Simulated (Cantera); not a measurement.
Feed: 1 mol Mg(OH)₂, 0.6 mol H₂, 0.047 mol H₂O, held at 1875 K and 160 Pa.

Cantera equilibrium calculation (NASA polynomials, part measured and part estimated; ideal gas, pure solids and liquids). Candidate condensed phases: H₂O, Mg, MgO, Mg(OH)₂; 15 gas species. Kinetics and transport are ignored.

Base state: H₂O 0.631, H₂ 0.357, H 0.00979, OH 0.00135, Mg 0.000796, O 2.80e-5, MgOH 2.75e-5, O₂ 2.17e-5 (mole fractions); condensed: MgO(s).

**Question.** What changes in the equilibrium state with this change: temperature from 1875 K to 575 K?

**Answer.** 
| species | before | after |
|---|---|---|
| H₂O | 0.631 | 0.636 |
| H₂ | 0.357 | 0.364 |
| H | 0.00979 | <1e-9 |
| Mg | 0.000796 | <1e-9 |
| OH | 0.00135 | <1e-9 |
| O | 2.80e-5 | <1e-9 |
| MgOH | 2.75e-5 | <1e-9 |
| O₂ | 2.17e-5 | <1e-9 |
| MgO(s), mol | 0.999 | 1.00 |
